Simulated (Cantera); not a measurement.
Charge: 1 mol acetone, 0.063 mol NH3, 3.1 mol H2, equilibrated at 100 Torr.

Cantera equilibrium calculation (NASA polynomials, part measured and part estimated; ideal gas, pure solids and liquids). Candidate condensed phases: C, C6H6, C7H8, C8H18, H2O; 169 gas species. Ions and electrons are included (thermal ionisation). The feed counts by its element totals alone. The numbers say what is thermodynamically allowed, not how fast it happens.

Problem. What share of the C ends up in condensed phases as a function of T (°C), at 2227, 2727, 3227, 3727, 4227, 4727?

Solution. 
| T (°C) | C condensed (%) | as |
|---|---|---|
| 2227 | 61.5 | C(graphite) |
| 2727 | 41.0 | C(graphite) |
| 3227 | 0.0 | - |
| 3727 | 0.0 | - |
| 4227 | 0.0 | - |
| 4727 | 0.0 | - |
